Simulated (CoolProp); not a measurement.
n-perfluoropentane along the isotherm 425.1 K: fugacity coefficient from the reference equation and from simpler models built on Tc = 421.0 K, pc = 2063 kPa, ω = 0.436; each cubic takes its own stable root.

The numbers come from the reference Helmholtz-energy equation of state, Gao 2022 in CoolProp.

| p (kPa) | phase | reference |
|---|---|---|
| 16.3 | gas | 0.9974 |
| 30.9 | gas | 0.9951 |
| 58.6 | gas | 0.9907 |
| 111 | gas | 0.9824 |
| 211 | gas | 0.9666 |
| 399 | gas | 0.9371 |
| 757 | gas | 0.8813 |
| 1440 | gas | 0.7751 |
| 2720 | supercritical | 0.5526 |
| 5160 | supercritical | 0.3516 |

### Question
How far does each simpler model (van der Waals, Redlich-Kwong, Soave-Redlich-Kwong, Peng-Robinson) lie from the reference over these 10 states: mean and median of the absolute difference, and the worst?

### Answer
- van der Waals: mean 2.7 %, median 0.6 %, worst +14.3 % at 425.1 K and 5160 kPa
- Redlich-Kwong: mean 0.6 %, median 0.0 %, worst +4.2 % at 425.1 K and 5160 kPa
- Soave-Redlich-Kwong: mean 0.8 %, median 0.0 %, worst +5.5 % at 425.1 K and 5160 kPa
- Peng-Robinson: mean 0.8 %, median 0.6 %, worst -2.1 % at 425.1 K and 1440 kPa
